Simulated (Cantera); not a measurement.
A Cantera script and what it prints.

```python
import numpy as np
import cantera as ct

gas_names = """
    C CH CH2 CH3 CH2OH CH3O CH4 CH3OH CO CO2 COOH C2 C2H CHCO,ketyl C2H2,acetylene C2H2,vinylidene
    CH2CO,ketene C2H3,vinyl CH3CO,acetyl C2H4 C2H4O,ethylen CH3CHO,ethanal CH3COOH (HCOOH)2 C2H5 C2H6
    CH3OCH3 C2H5OH C2O C3 C3H3,propargyl C3H4,allene C3H4,propyne C3H4,cyclo- C3H5,allyl C3H6,propylene
    C3H6,cyclo- C3H6O C3H7,n-propyl C3H7,i-propyl C3H8 C3H8O,1propanol C3H8O,2propanol C3O2 C4 C4H2
    C4H4,1,3-cyclo- C4H6,butadiene C4H6,2-butyne C4H6,cyclo- C4H8,1-butene C4H8,cis2-buten
    C4H8,tr2-butene C4H8,isobutene C4H8,cyclo- (CH3COOH)2 C4H9,n-butyl C4H9,i-butyl C4H9,s-butyl
    C4H9,t-butyl C4H10,isobutane C4H10,n-butane C5 C5H6,1,3cyclo- C5H8,cyclo- C5H10,1-pentene
    C5H10,cyclo- C5H11,pentyl C5H11,t-pentyl C5H12,n-pentane C5H12,i-pentane CH3C(CH3)2CH3 C6H2
    C6H5,phenyl C6H5O,phenoxy C6H6 C6H5OH,phenol C6H10,cyclo- C6H12,1-hexene C6H12,cyclo- C6H13,n-hexyl
    C7H7,benzyl C7H8 C7H8O,cresol C7H14,1-heptene C7H15,n-heptyl C7H16,n-heptane C8H8,styrene
    C8H10,ethylbenz C8H16,1-octene C8H17,n-octyl C8H18,isooctane C8H18,n-octane C9H19,n-nonyl
    C10H8,naphthale C10H21,n-decyl C12H9,o-bipheny C12H10,bipheny H HCO HO2 H2 HCHO,formaldehy HCOOH H2O
    H2O2 O OH O2 O3 Ta TaO TaO2
""".split()
cond_names = """
    C(gr) C6H6(L) C7H8(L) C8H18(L),n-octa H2O(s) H2O(L) Ta(cr) Ta(L) TaC(s) TaC(L) Ta2O5(s) Ta2O5(L)
""".split()


def load(file, names, dense=False):
    # The tables refer to 1 bar. Condensed volumes are neglected.
    table = {s.name: s for s in ct.Species.list_from_file(file)}
    out = []
    for n in names:
        d = dict(table[n].input_data)
        d["thermo"] = dict(d["thermo"], **{"reference-pressure": 1e5})
        if dense:
            d["equation-of-state"] = {"model": "constant-volume", "density": "1e6 g/cm^3"}
        out.append(ct.Species.from_dict(d))
    return out


gas = ct.Solution(thermo="ideal-gas", species=load("nasa_gas.yaml", gas_names))
cond = {s.name: ct.Solution(thermo="fixed-stoichiometry", species=[s], name=s.name)
        for s in load("nasa_condensed.yaml", cond_names, dense=True)}
atoms = {
    'Ta2O5': {'Ta': 2, 'O': 5},
    'CH4': {'C': 1, 'H': 4},
    'H2': {'H': 2},
}
top_T = {'C(gr)': 4500}  # K; cautious upper limits of use, not melting points


def equilibrate(T, P, feed):
    n = {}
    for name, mol in feed.items():
        for a, k in atoms[name].items():
            n[a] = n.get(a, 0.0) + k * mol
    gas.TPX = T, P, n
    mass = sum(n.values()) * gas.mean_molecular_weight
    gas.equilibrate("TP")
    valid = [c for c in cond.values() if c.min_temp <= T <= top_T.get(c.name, c.max_temp)]
    mix = ct.Mixture([(gas, mass / gas.mean_molecular_weight)] + [(c, 0.0) for c in valid])
    mix.T, mix.P = T, P
    mix.equilibrate("TP", solver="vcs", rtol=1e-11, max_steps=5000)
    return mix


results = []
feed = {'Ta2O5': 1, 'CH4': 1.8, 'H2': 1.4}  # mol
P = 110000  # Pa
for T in [1148, 1348, 1548, 1748, 1948, 2148, 2348]:
    mix = equilibrate(T, P, feed)
    results.append((T, P, feed, dict(zip(mix.species_names, mix.species_moles))))

top = {s: max(r[3][s] / sum(r[3][g] for g in gas_names) for r in results) for s in gas_names}
cols = sorted((s for s in top if top[s] > 1e-05), key=lambda s: -top[s])[:9]
seen = [c for c in cond_names if any(r[3].get(c, 0) > 1e-12 for r in results)]
print("log10 of partial pressures in bar; condensed amounts in mol")
print(f"{'T/K':>10s}" + "".join(f"{s[:9]:>10s}" for s in cols + seen))
for T, P, feed, n in results:
    ng = sum(n[g] for g in gas_names)
    print(f"{T:10.4g}" + "".join(f"{np.log10(max(n[s] / ng * P / 1e5, 1e-99)):10.3f}" for s in cols)
          + "".join(f"{n.get(c, 0):10.4g}" for c in seen))
```

It prints:

```
log10 of partial pressures in bar; condensed amounts in mol
       T/K        H2        CO       CH4         H       H2O       CO2      TaO2       TaO        OH     C(gr)    TaC(s)  Ta2O5(s)  Ta2O5(L)
      1148     0.024    -1.781    -1.576    -7.133    -3.076    -4.954   -18.729   -21.851   -12.456     1.575   0.03135    0.9843         0
      1348    -0.060    -0.651    -2.668    -5.665    -2.630    -3.513   -14.436   -17.120   -10.029         0    0.5151    0.7424         0
      1548    -0.059    -0.650    -3.943    -4.541    -2.484    -3.520   -11.160   -13.275    -8.442         0    0.5199      0.74         0
      1748    -0.060    -0.650    -4.918    -3.671    -2.377    -3.526    -8.655   -10.329    -7.223         0    0.5216    0.7392         0
      1948    -0.060    -0.651    -5.685    -2.977    -2.297    -3.530    -6.683    -8.002    -6.257         0     0.523    0.7385         0
      2148    -0.062    -0.652    -6.283    -2.411    -2.253    -3.551    -5.149    -6.157    -5.492         0    0.5239         0     0.738
      2348    -0.065    -0.653    -6.755    -1.941    -2.243    -3.591    -3.956    -4.682    -4.883         0     0.524         0    0.7376
```

These are equilibrium values from Cantera (NASA tables, ideal gas, pure condensed phases), not measurements of a reactor. Mutual solubility and eutectic melting of coexisting phases are not modelled. TaC: taken at fixed stoichiometry. Condensed phases not in the tables: Ta2C.
